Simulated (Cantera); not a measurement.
A Cantera script and what it prints.

```python
import numpy as np
import cantera as ct

gas_names = """
    N NO NO2 NO3 N2 N2O O O2 O3 Si SiN SiO SiO2 Si2 Si2N Si3
""".split()
cond_names = """
    Si(cr) Si(L) SiO2(Lqz) SiO2(hqz) SiO2(L) Si2N2O(s) Si3N4(a)
""".split()


# ... load() reads the species with a 1 bar reference pressure and builds the phases ...
atoms = {
    'Si3N4': {'Si': 3, 'N': 4},
    'O2': {'O': 2},
    'N2': {'N': 2},
}
top_T = {'Si2N2O(s)': 2100, 'Si3N4(a)': 2400}  # K; cautious upper limits of use, not melting points


# ... equilibrate(T, P, feed) seeds the gas with the atoms and calls Mixture.equilibrate('TP', solver="vcs", rtol=1e-11, max_steps=5000) ...
results = []
P = 2.6  # Pa
for T in [1398, 1473, 1548, 1623, 1698, 1773, 1848, 1923, 1998, 2073]:
    for m in [10, 15, 23, 35, 53, 80, 120]:
        feed = {'Si3N4': 1, 'O2': 0.15, 'N2': m}  # mol
        mix = equilibrate(T, P, feed)
        results.append((T, P, feed, dict(zip(mix.species_names, mix.species_moles))))

for T, P, feed, n in results:
    print(f"{T:7g} {feed['N2']:10.4g}  " + (" + ".join(c for c in cond_names if n.get(c, 0) > 1e-12) or "gas only"))
```

Output:

```
   1398         10  Si2N2O(s) + Si3N4(a)
   1398         15  Si2N2O(s) + Si3N4(a)
   1398         23  Si2N2O(s) + Si3N4(a)
   1398         35  Si2N2O(s) + Si3N4(a)
   1398         53  Si2N2O(s) + Si3N4(a)
   1398         80  Si2N2O(s) + Si3N4(a)
   1398        120  Si2N2O(s) + Si3N4(a)
   1473         10  Si(cr) + Si2N2O(s)
   1473         15  Si(cr)
   1473         23  Si(cr)
   1473         35  Si(cr)
   1473         53  Si(cr)
   1473         80  Si(cr)
   1473        120  Si(cr)
   1548         10  Si(cr)
   1548         15  Si(cr)
   1548         23  Si(cr)
   1548         35  Si(cr)
   1548         53  Si(cr)
   1548         80  Si(cr)
   1548        120  Si(cr)
   1623         10  Si(cr)
   1623         15  Si(cr)
   1623         23  Si(cr)
   1623         35  Si(cr)
   1623         53  Si(cr)
   1623         80  Si(cr)
   1623        120  Si(cr)
   1698         10  Si(L)
   1698         15  Si(L)
   1698         23  Si(L)
   1698         35  Si(L)
   1698         53  Si(L)
   1698         80  Si(L)
   1698        120  gas only
   1773         10  Si(L)
   1773         15  Si(L)
   1773         23  Si(L)
   1773         35  gas only
   1773         53  gas only
   1773         80  gas only
   1773        120  gas only
   1848         10  gas only
   1848         15  gas only
   1848         23  gas only
   1848         35  gas only
   1848         53  gas only
   1848         80  gas only
   1848        120  gas only
   1923         10  gas only
   1923         15  gas only
   1923         23  gas only
   1923         35  gas only
   1923         53  gas only
   1923         80  gas only
   1923        120  gas only
   1998         10  gas only
   1998         15  gas only
   1998         23  gas only
   1998         35  gas only
   1998         53  gas only
   1998         80  gas only
   1998        120  gas only
   2073         10  gas only
   2073         15  gas only
   2073         23  gas only
   2073         35  gas only
   2073         53  gas only
   2073         80  gas only
   2073        120  gas only
```

Equilibrium computed with Cantera from the NASA thermochemical tables; the gas is ideal and each condensed phase is pure. Mutual solubility and eutectic melting of coexisting phases are not modelled.
